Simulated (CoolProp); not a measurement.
Vapour-liquid equilibrium of R22 (1) + n-hexane (2) at 108 kPa; x and y are mole fractions of (1).

The numbers come from the multi-fluid Helmholtz-energy mixture model, Kamei 1995 and Thol 2019; pair parameters Bell 2016 in CoolProp.

```tsv
x	bubble temperature, mixture model (K)	bubble temperature, Raoult's law (K)	y, mixture model	y, Raoult's law
0.05	304.1	311.9	0.763	0.688
0.15	269.5	282.4	0.958	0.924
0.25	256.1	267.9	0.983	0.969
0.35	249.1	258.8	0.990	0.984
0.45	245.0	252.3	0.993	0.991
0.55	242.3	247.4	0.995	0.995
0.65	240.3	243.4	0.996	0.997
0.75	238.5	240.1	0.997	0.998
0.85	236.8	237.3	0.998	0.999
0.95	234.8	234.8	0.999	1.000
```

The largest gap from Raoult's law is -12.9 K in bubble temperature, at x = 0.15. No azeotrope shows between x = 0.05 and 0.95.

Pair parameters are fitted to limited data, so mixtures are less certain than the pure fluids. With so large a gap from Raoult's law the liquid may split in two, which this calculation doesn't test in full.
